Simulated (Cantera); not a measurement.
A diamond (100) surface in a fixed gas of H2 with x(CH4) = 0.013, x(H) = 0.025, x(CH3) = 0.00011, 12000 Pa; coverages are run to steady state.

Computed with Cantera and the Harris–Goodwin 1993 mechanism for the reconstructed diamond (100) surface.

One state of this run: growth (µm/h) = 7.81; θ c6HH = 0.572; θ c6H* = 0.0212; θ c6*H = 0.392; θ c6** = 0.0117; θ c6HM = 0.00216. θ: site fractions in the mechanism's names (c6HH fully hydrogenated, c6H* and c6*H radical sites, c6** diradical, c6HM methylated).

Task: Which value of T (K) does it belong to?
A. 1325
B. 950
C. 1025
D. 1400

Result: C, 1025
